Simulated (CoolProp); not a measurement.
Properties of octamethyltrisiloxane (MDM) along the isobar 4.99 MPa.

Model: reference Helmholtz-energy equation of state, Thol 2017, in CoolProp.

| T (K) | phase | density (kg/m³) | cv (kJ/(kg K)) | Joule-Thomson coefficient (K/MPa) | isothermal compressibility (1/MPa) | fugacity coefficient |
|---|---|---|---|---|---|---|
| 311.1 | liquid | 809.7 | 1.502 | -0.4314 | 0.001784 | 0.0003925 |
| 343.1 | liquid | 778.7 | 1.580 | -0.3878 | 0.002314 | 0.001979 |
| 375.1 | liquid | 746.9 | 1.661 | -0.3377 | 0.003055 | 0.006972 |
| 407 | liquid | 714.3 | 1.742 | -0.2787 | 0.004114 | 0.01878 |
| 439 | liquid | 680.1 | 1.821 | -0.2050 | 0.005689 | 0.04155 |
| 471 | liquid | 644.1 | 1.898 | -0.1078 | 0.008107 | 0.07871 |
| 503 | liquid | 605.7 | 1.971 | 0.02806 | 0.01198 | 0.1320 |
| 535 | liquid | 563.8 | 2.041 | 0.2279 | 0.01848 | 0.2009 |
| 567 | supercritical | 517.5 | 2.108 | 0.5337 | 0.02988 | 0.2822 |
